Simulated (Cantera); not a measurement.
Mixture: CH₄ : C₂H₆ : O₂ : N₂ : CO₂ = 1 : 0.11 : 1.32 : 4.98 : 0.45 (molar parts), at 3750 Torr, adiabatic and at constant volume. Ignition delay is the time to a rise of 400 K.

Cantera simulation using GRI-Mech 3.0 (53 species, 325 reactions); the numbers are that mechanism's predictions, not measurements.

Predict: delay at 1050 K; delay at 1200 K; delay at 1350 K; delay at 1500 K; delay at 1650 K; apparent activation energy between 1575 and 1725 K.


```
Item                                                    Result
--------------------------------------------------  ----------
delay at 1050 K                                        12.1 ms
delay at 1200 K                                        1.72 ms
delay at 1350 K                                       0.406 ms
delay at 1500 K                                       0.106 ms
delay at 1650 K                                        31.0 µs
apparent activation energy between 1575 and 1725 K  170 kJ/mol
```
